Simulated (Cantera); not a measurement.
**Equilibrium for boron, boron nitride and boron oxide: borazine + H2O**

Charge: 1 mol borazine, 0.087 mol H2O, equilibrated at 1577 °C and 0.465 Torr.

Method: chemical equilibrium by Gibbs-energy minimisation in Cantera with the NASA 1993 tables (ideal gas, pure condensed phases). Candidate condensed phases: B, BN, B2O3, B3O3H3, H2O; 39 gas species. The feed counts by its element totals alone. Mutual solubility and eutectic melting of coexisting phases are not modelled. The tables' values for BH2 are old estimates; treat these amounts as uncertain. Equilibrium is a limit: real reactors are often held back by kinetics, nucleation or transport.

- x(H2) = 0.936
- x(H) = 0.0209
- x(HBO) = 0.0178
- x(N2) = 0.0168
- x(BO) = 0.00671
- x(B2O2) = 0.00117
- x(BH2) = 0.000172
- x(B2O) = 6.52e-5
- x(B) = 1.44e-5
- n(B(s)) = 0.0210 mol
- n(BN(s)) = 2.89 mol
- gas amount = 3.230 mol
- log10 activity of B3O3H3(s) (absent) = -17.63
